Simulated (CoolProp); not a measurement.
Saturated liquid density (kg/m³) of carbon monoxide: the reference equation beside estimates from Tc = 132.9 K, pc = 3.498 MPa, ω = 0.050.

The numbers come from the reference Helmholtz-energy equation of state, Lemmon 2006 in CoolProp. It is a short technical equation, of lower accuracy than the large ones.

| T (K) | reference | Redlich-Kwong | Soave-Redlich-Kwong | Peng-Robinson |
|---|---|---|---|---|
| 102.3 | 692.9 | 674.7 | 675.4 | 765.5 |
| 104.8 | 678.9 | 657.0 | 658.2 | 746.1 |
| 107.4 | 663.5 | 637.6 | 639.3 | 724.7 |
| 110 | 647.4 | 617.1 | 619.2 | 701.8 |
| 112.6 | 630.4 | 595.3 | 597.9 | 677.3 |
| 115.2 | 612.2 | 572.1 | 575.0 | 650.9 |
| 117.8 | 592.6 | 547.1 | 550.2 | 622.2 |
| 120.3 | 572.0 | 521.1 | 524.3 | 592.0 |
| 122.9 | 548.2 | 491.2 | 494.4 | 557.0 |
| 125.5 | 520.9 | 457.5 | 460.5 | 517.1 |
| 128.1 | 487.7 | 417.7 | 420.3 | 469.7 |

Absolute difference from the reference over all 11 rows, mean and median: Redlich-Kwong 7.3 and 6.6 %, Soave-Redlich-Kwong 6.9 and 6.1 %, Peng-Robinson 6.0 and 6.3 %.
